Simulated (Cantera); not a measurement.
Charge: 1 mol K2CO3, 0.03 mol O2, at 1400 °C and 18.0 Pa.

These are equilibrium values from Cantera (NASA tables, ideal gas, pure condensed phases), not measurements of a reactor. Candidate condensed phases: C, K, KO2, K2CO3, K2O, K2O2; 15 gas species. Kinetics and transport are ignored.

Base state: K 0.565, CO2 0.280, O2 0.150, CO 0.00269, O 0.000966, KO 0.000566 (mole fractions); condensed: gas only.

### Question
What changes in the equilibrium state with this change: pressure from 18.0 Pa to 260 Pa?

### Answer
| species | before | after |
|---|---|---|
| K | 0.565 | 0.565 |
| CO2 | 0.280 | 0.283 |
| O2 | 0.150 | 0.149 |
| CO | 0.00269 | 0.000716 |
| KO | 0.000566 | 0.00214 |
| O | 0.000966 | 0.000253 |

### Question
What changes in the equilibrium state with this change: temperature from 1400 °C to 950 °C?

### Answer
| species | before | after |
|---|---|---|
| O2 | 0.150 | 0.817 |
| K | 0.565 | 0.122 |
| CO2 | 0.280 | 0.0610 |
| CO | 0.00269 | 1.49e-7 |
| O | 0.000966 | 2.72e-6 |
| K2CO3(l), mol | 0 | 0.998 |

### Question
What changes in the equilibrium state with this change: 0.74 mol H2O added?

### Answer
```
species    before     after
-------  --------  --------
K           0.565     0.404
CO2         0.280     0.248
H2O             0     0.135
KOH             0    0.0974
O2          0.150     0.109
OH              0   0.00257
H2              0  0.000460
H               0  0.000182
KO       0.000566  0.000344
O        0.000966  0.000822
```
Further candidate phases: C6H6, C7H8, C8H18, H2O, KOH.
